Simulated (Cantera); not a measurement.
An adiabatic, constant-pressure homogeneous reactor starts with H₂ : O₂ : N₂ = 1 : 0.847 : 3.19 (molar parts), equivalence ratio 0.59, at 1448 K and 3680 Torr.

Computed with Cantera and GRI-Mech 3.0 (53 species, 325 reactions). The hydrogen kinetics of GRI-Mech 3.0 are dated; newer H2 mechanisms differ, most at raised pressure.

Question: Predict: time of steepest temperature rise; temperature at 0.800 s; equilibrium temperature; x(H₂) at 0.800 s; x(O₂) at 0.800 s; x(NO) at 0.800 s; x(OH) at 0.800 s; x(HO₂) at 0.800 s.

Answer: 
```json
{
  "time_of_steepest_temperature_rise": "3.51 µs",
  "temperature at 0.800 s": "2666 K",
  "equilibrium_temperature": "2666 K",
  "x(H₂) at 0.800 s": "0.00463 (gas-phase equilibrium 0.00463)",
  "x(O₂) at 0.800 s": "0.0646 (gas-phase equilibrium 0.0646)",
  "x(NO) at 0.800 s": "0.0157 (gas-phase equilibrium 0.0157)",
  "x(OH) at 0.800 s": "0.0169 (gas-phase equilibrium 0.0169)",
  "x(HO₂) at 0.800 s": "1.88e-5 (gas-phase equilibrium 1.88e-5)"
}
```
